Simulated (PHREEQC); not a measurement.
A solution holds 0.11 mol Al(NO3)3 and 0.3 mol SrCl2 per kg of water, at 25 °C. Closed to the air; pH follows from the charge balance.

Model: ion-association model, phreeqc.dat, run in PHREEQC.

- pH: 3.27
- ionic strength: 1.56 mol/kgw
- activity of water: 0.977
- density: 1.055 g/cm³

```
species   molality  activity   log γ
--------  --------  --------  ------
Cl-          0.600     0.354  -0.229
NO3-         0.330     0.171  -0.285
Sr+2         0.300    0.0723  -0.618
Al+3         0.109   0.00656  -1.222
H+        0.000737  0.000539  -0.136
AlOH+2    0.000732  0.000118  -0.792
Al(OH)2+   2.65e-6   1.68e-6  -0.198
```

Precipitation was switched off in this run. Ionic strength above about 0.7 mol/kgw puts this run outside the model's range.
